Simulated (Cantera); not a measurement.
What does this Cantera script print?

```python
import numpy as np
import cantera as ct

gas = ct.Solution("h2o2.yaml")
gas.TPX = 1223, 1300, {'H2': 0.076, 'O2': 1, 'N2': 1.3}
reactor = ct.IdealGasConstPressureReactor(gas, energy="off", clone=False)
net = ct.ReactorNet([reactor])
net.rtol, net.atol = 1e-08, 1e-18
show = ['H2', 'O2', 'OH', 'H2O', 'O', 'HO2']
times = np.geomspace(0.0008, 200, 10)

steps = ct.SolutionArray(gas, extra=["t"])
rows = []
print(f"{'t/s':>10s}{'T/K':>9s}{'P/Pa':>11s}" + "".join(f"{s:>11s}" for s in show))
for t in times:
    while net.time < t:
        t_next = net.step()
        steps.append(gas.state, t=t_next)
    rows.append([np.interp(t, steps.t, y) for y in (steps.T, steps.P, *steps(*show).X.T)])
    print(f"{t:10.3e}{rows[-1][0]:9.1f}{rows[-1][1]:11.4g}" + "".join(f"{x:11.3e}" for x in rows[-1][2:]))
rate = np.gradient(steps.T, steps.t)
print("integrator steps:", len(steps.t))
if steps.T.max() > steps.T[0] + 200:
    print(f"time of steepest temperature rise: {steps.t[rate.argmax()]:.4e} s")
gas.TPX = 1223, 1300, {'H2': 0.076, 'O2': 1, 'N2': 1.3}
gas.equilibrate("TP")
print(f"equilibrium (TP): T = {gas.T:.1f} K  " + "  ".join(f"{s} {gas[s].X[0]:.3e}" for s in show))
```

Result:

```
       t/s      T/K       P/Pa         H2         O2         OH        H2O          O        HO2
 8.000e-04   1223.0       1300  3.199e-02  4.209e-01  4.305e-08  8.984e-08  6.395e-08  1.498e-08
 3.183e-03   1223.0       1300  2.974e-02  4.193e-01  6.321e-04  1.615e-03  9.876e-04  1.246e-06
 1.267e-02   1223.0       1300  6.647e-04  3.976e-01  2.148e-03  2.754e-02  1.837e-02  1.458e-06
 5.040e-02   1223.0       1300  4.633e-04  4.022e-01  1.801e-03  2.932e-02  1.221e-02  1.350e-06
 2.005e-01   1223.0       1300  1.419e-04  4.086e-01  1.001e-03  3.154e-02  3.550e-03  9.188e-07
 7.979e-01   1223.0       1300  1.506e-05  4.111e-01  3.276e-04  3.231e-02  3.723e-04  2.766e-07
 3.175e+00   1223.0       1300  1.325e-06  4.114e-01  9.772e-05  3.245e-02  3.292e-05  4.307e-08
 1.263e+01   1223.0       1300  1.670e-07  4.114e-01  3.483e-05  3.249e-02  4.176e-06  7.794e-09
 5.026e+01   1223.0       1300  3.025e-08  4.115e-01  1.486e-05  3.250e-02  7.599e-07  4.149e-09
 2.000e+02   1223.0       1300  1.018e-08  4.115e-01  8.625e-06  3.250e-02  2.561e-07  5.278e-09
integrator steps: 2076
equilibrium (TP): T = 1223.0 K  H2 9.090e-09  O2 4.115e-01  OH 8.151e-06  H2O 3.250e-02  O 2.288e-07  HO2 5.495e-09
```

Computed with Cantera and the H2/O2 subset of GRI-Mech 3.0, which has no nitrogen chemistry. Radical loss at walls, strong at low pressure, is not modelled.
